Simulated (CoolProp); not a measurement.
Vapour-liquid equilibrium of R22 (1) + benzene (2) at 40.45 °C; x and y are mole fractions of (1).

The numbers come from the multi-fluid Helmholtz-energy mixture model, Kamei 1995 and Thol 2012; pair parameters Bell 2016 in CoolProp.

```
x     bubble pressure, mixture model (MPa)  bubble pressure, Raoult's law (MPa)  y, mixture model  y, Raoult's law
----  ------------------------------------  -----------------------------------  ----------------  ---------------
0.05                                     ?                               0.1011             0.782            0.767
0.15                                0.2637                               0.2537                 ?            0.917
0.25                                     ?                               0.4063             0.944            0.954
0.35                                0.5289                               0.5588                 ?            0.971
0.45                                0.6614                               0.7114             0.971            0.981
0.55                                0.8005                               0.8639                 ?            0.987
0.65                                0.9483                                1.017             0.985            0.991
0.75                                 1.106                                1.169             0.990            0.995
0.85                                 1.273                                1.322             0.994            0.997
0.95                                     ?                                1.474             0.998            0.999
```

Some entries are withheld; supply them.


- 0.05, bubble pressure, mixture model (MPa): 0.1122
- 0.15, y, mixture model: 0.911
- 0.25, bubble pressure, mixture model (MPa): 0.3988
- 0.35, y, mixture model: 0.960
- 0.55, y, mixture model: 0.979
- 0.95, bubble pressure, mixture model (MPa): 1.452

The largest gap from Raoult's law is +11.0 % in bubble pressure, at x = 0.05. No azeotrope shows between x = 0.05 and 0.95.

The pair parameters rest on a limited set of measurements; away from them the model extrapolates. The gap from Raoult's law changes sign with composition, which may be real or a fault of the pair parameters; it wasn't checked against measurements.
